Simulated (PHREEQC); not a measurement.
Make-up at 25 °C: 0.047 mol/kgw KHCO3, 7.7e-05 mol/kgw Na2CO3 and 0.02 mol/kgw KCl. Closed to the air; pH follows from the charge balance.

Computed with PHREEQC (Pitzer model, pitzer.dat).

```json
[
 {"quantity": "pH", "before": "8.16", "after": "8.02"},
 {"quantity": "ionic strength (mol/kgw)", "before": "0.0678", "after": "0.0679"},
 {"quantity": "CO3-2 (mol/kgw)", "before": "0.000624", "after": "0.000719"},
 {"quantity": "CO2 (mol/kgw)", "before": "0.000548", "after": "0.000654"}
]
```

Task: Name the change that produced these shifts.
A) temperature from 25 to 60 °C
B) diluted 2-fold with water
C) KCl replaced by CaCl2 at the same molality
D) KCl left out

Result: A, temperature from 25 to 60 °C

No solid was allowed to form. Away from 25 °C the constants follow the database's enthalpies or fits; those with neither stay at their 25 °C values.
